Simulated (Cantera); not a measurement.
Thermodynamics of boron, boron nitride and boron oxide, feed B2H6 + H2

A closed system holds: 1 mol B2H6, 1.5 mol H2, equilibrated at 2200 K.

Cantera equilibrium calculation (NASA polynomials, part measured and part estimated; ideal gas, pure solids and liquids). Candidate condensed phases: B; 7 gas species. The feed counts by its element totals alone. The tables' values for BH2 are old estimates; treat these amounts as uncertain. Gases not in the tables: B2H6 and higher boranes. Equilibrium is a limit: real reactors are often held back by kinetics, nucleation or transport.

From 0.000100 bar to 1.00 bar the condensed part is B(s).

| P (Pa) | log p H2 | log p H | log p B | log p BH2 | log p BH | log p BH3 | log p B2 | n B(s) |
|---|---|---|---|---|---|---|---|---|
| 10 | -4.26 | -4.38 | -5.56 | -7.13 | -7.62 | -10.63 | -9.94 | 1.83 |
| 28 | -3.70 | -4.10 | -5.56 | -6.58 | -7.35 | -9.80 | -9.94 | 1.94 |
| 77 | -3.20 | -3.85 | -5.56 | -6.08 | -7.10 | -9.05 | -9.94 | 1.98 |
| 220 | -2.71 | -3.60 | -5.56 | -5.59 | -6.85 | -8.31 | -9.94 | 1.99 |
| 600 | -2.25 | -3.38 | -5.56 | -5.13 | -6.62 | -7.62 | -9.94 | 1.99 |
| 1700 | -1.79 | -3.14 | -5.56 | -4.67 | -6.39 | -6.93 | -9.94 | 1.99 |
| 4600 | -1.35 | -2.92 | -5.56 | -4.23 | -6.17 | -6.27 | -9.94 | 1.99 |
| 13000 | -0.89 | -2.70 | -5.56 | -3.77 | -5.94 | -5.58 | -9.94 | 1.99 |
| 36000 | -0.45 | -2.47 | -5.56 | -3.33 | -5.72 | -4.92 | -9.94 | 1.99 |
| 100000 | 0.00 | -2.25 | -5.56 | -2.88 | -5.49 | -4.25 | -9.94 | 1.99 |
log p: log10 of the partial pressure in bar; n: condensed amount in mol.
